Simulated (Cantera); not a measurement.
NO annealing gas

An isothermal, constant-pressure homogeneous reactor starts with 85.3 % NO, 14.5 % N2, 0.188 % H2O, at 1525 K and 0.133 bar.

Computed with Cantera and GRI-Mech 3.0 (53 species, 325 reactions).

```tsv
t (s)	x NO	x NO2	x N2O	x O	x O2	x N2
1.00e-5	0.853	1.99e-10	1.22e-8	1.20e-8	<1e-12	0.145
3.05e-5	0.853	1.82e-9	3.74e-8	3.54e-8	4.74e-12	0.145
9.32e-5	0.853	1.57e-8	1.14e-7	9.73e-8	4.14e-11	0.145
0.000285	0.853	1.20e-7	3.48e-7	2.21e-7	3.26e-10	0.145
0.000869	0.853	6.86e-7	1.06e-6	3.36e-7	2.23e-9	0.145
0.00265	0.853	2.74e-6	3.22e-6	3.63e-7	1.41e-8	0.145
0.00809	0.853	9.14e-6	9.71e-6	3.97e-7	1.05e-7	0.145
0.0247	0.853	2.85e-5	2.84e-5	5.02e-7	1.03e-6	0.145
0.0754	0.853	8.20e-5	7.63e-5	7.64e-7	1.20e-5	0.145
0.230	0.853	0.000164	0.000164	1.12e-6	0.000117	0.145
0.703	0.851	0.000204	0.000227	1.31e-6	0.000646	0.146
2.15	0.848	0.000243	0.000230	1.50e-6	0.00239	0.147
6.55	0.837	0.000330	0.000224	1.92e-6	0.00765	0.153
20.0	0.806	0.000495	0.000205	2.77e-6	0.0230	0.168
```
x: mole fraction; the columns are a selection and need not sum to one.

Equilibrium at this temperature and pressure: NO 0.00168, NO2 4.33e-6, N2O 3.18e-8, O 1.02e-5, O2 0.426, N2 0.571 (gas phase only).
